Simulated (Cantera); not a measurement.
# FeS + H2 + H2O (hydrogen reduction and annealing atmospheres)

Input: 1 mol FeS, 20 mol H2, 5.5 mol H2O, held at 1800 K.

Method: chemical equilibrium by Gibbs-energy minimisation in Cantera with the NASA 1993 tables (ideal gas, pure condensed phases). Candidate condensed phases: Fe, FeO, Fe(OH)2, Fe(OH)3, FeS, FeSO4, FeS2, Fe2O3, Fe2(SO4)3, Fe3O4, H2O, H2SO4, S; 22 gas species. Metal and sulfide melt together well below either melting point, which pure phases cannot show. Mutual solubility and eutectic melting of coexisting phases are not modelled. FeS: taken at fixed stoichiometry. Rates play no part.

At 0.000100 bar nothing is condensed. From 0.00100 bar to 0.0100 bar the condensed part is Fe(δ). From 0.100 bar to 10.0 bar the condensed part is Fe(δ) + FeS(l). The main Fe-bearing gas is Fe at 0.000100 bar and Fe(OH)2 at 10.0 bar.

```
P (Pa)   log p H2  log p H2O  log p Fe  log p H  log p H2S  log p S2  n Fe(δ)  n FeS(l)
-------  --------  ---------  --------  -------  ---------  --------  -------  --------
10          -4.14      -4.75     -5.44    -5.52      -7.23     -6.24        0         0
100         -3.13      -3.71     -4.53    -5.01      -5.59     -4.98    0.201         0
1000        -2.12      -2.68     -4.53    -4.51      -4.06     -3.95    0.923         0
10000       -1.12      -1.67     -4.53    -4.01      -2.76     -3.36    0.745     0.247
100000      -0.12      -0.67     -4.53    -3.50      -1.76     -3.36    0.488     0.511
1000000      0.88       0.33     -4.53    -3.00      -0.76     -3.36    0.453     0.547
```
log p: log10 of the partial pressure in bar; n: condensed amount in mol.
